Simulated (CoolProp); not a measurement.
Oxygen at 66.95 K and 0.109 MPa flows at 8.1 m/s in a round tube of 100 mm bore and 0.25 µm roughness, fully developed (64/Re and Nu = 3.66 if laminar; Colebrook and Gnielinski if turbulent). Each further row changes one setting.

The numbers come from the reference Helmholtz-energy equation of state, Schmidt 1985 in CoolProp.

```tsv
case	Reynolds number	Darcy friction factor	pressure drop (Pa/m)	heat-transfer coefficient (W/(m² K))	mass flow (kg/h)
as stated	___	0.0102	___	13000	287000
velocity 16.2 m/s	4810000	___	15100	___	___
diameter 200 mm	4810000	0.00912	1870	11900	1150000
```

### Question
Some entries are withheld; supply them.

### Answer

- as stated, Reynolds number: 2400000
- as stated, pressure drop (Pa/m): 4170
- velocity 16.2 m/s, Darcy friction factor: 0.00920
- velocity 16.2 m/s, heat-transfer coefficient (W/(m² K)): 24000
- velocity 16.2 m/s, mass flow (kg/h): 573000

Viscosity comes from a separate model (Lemmon 2004). Thermal conductivity comes from a separate model (Lemmon 2004).
